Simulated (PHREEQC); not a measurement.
Polishing slurry liquid: an equilibrium model

Dissolve 0.23 mol KOH, 7.9e-05 mol K2SO4 and 0.03 mol CO2 per kg of water at 20 °C. Closed to the air; pH follows from the charge balance.

The numbers come from PHREEQC with the ion-association model, phreeqc.dat.

This is a speciation only: nothing precipitates in the calculation.

### Question
Estimate the pH, density, specific conductance.

### Answer
pH 13.24; density 1.010 g/cm³; specific conductance 36900 µS/cm.

### Question
In which forms is S present?

### Answer
SO4-2 73 %, KSO4- 27 % of the S.
